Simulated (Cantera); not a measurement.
Input: 1 mol Si3N4, 0.011 mol CO2, 700 mol H2, 0.42 mol O2, equilibrated at 852 °C and 3.90 mbar.

Equilibrium computed with Cantera from the NASA thermochemical tables; the gas is ideal and each condensed phase is pure. Candidate condensed phases: C, C6H6, C7H8, C8H18, H2O, Si, SiC, SiO2, Si2N2O, Si3N4; 151 gas species. Mutual solubility and eutectic melting of coexisting phases are not modelled. The numbers say what is thermodynamically allowed, not how fast it happens.

Base state: H2 1.000, N2 0.000415 (mole fractions); condensed: SiC(s) + Si2N2O(s) + Si3N4(s).

Q: What changes in the equilibrium state with this change: temperature from 852 °C to 1400 °C?

A: 
```
species           before     after
--------------  --------  --------
H2                 1.000     0.994
N2              0.000415   0.00284
H                7.11e-7   0.00182
SiO                <1e-9   0.00121
Si                 <1e-9  0.000107
SiH                <1e-9   1.13e-5
SiH2               <1e-9   1.09e-5
CO               3.29e-9   1.49e-5
SiC(s), mol      0.00466         0
Si2N2O(s), mol     0.862         0
Si3N4(s), mol      0.424         0
Si(s), mol             0      2.06
```
Gases not in the tables: Si2H6 and higher silanes.
